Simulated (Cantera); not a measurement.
An isothermal, constant-pressure homogeneous reactor starts with CO : O₂ : H₂O : N₂ = 0.0086 : 0.079 : 0.066 : 1 (molar parts), at 975 K and 1.10 bar.

Detailed kinetics in Cantera: GRI-Mech 3.0 (53 species, 325 reactions).

Question: Predict: x(CO) at 2.00 s; x(O₂) at 2.00 s; x(H₂O) at 2.00 s; x(O) at 2.00 s; x(CO₂) at 2.00 s.

Answer: x(CO) at 2.00 s: 0.00236 (gas-phase equilibrium <1e-12)
x(O₂) at 2.00 s: 0.0661 (gas-phase equilibrium 0.0650)
x(H₂O) at 2.00 s: 0.0573 (gas-phase equilibrium 0.0574)
x(O) at 2.00 s: 9.76e-8 (gas-phase equilibrium 1.76e-11)
x(CO₂) at 2.00 s: 0.00512 (gas-phase equilibrium 0.00748)
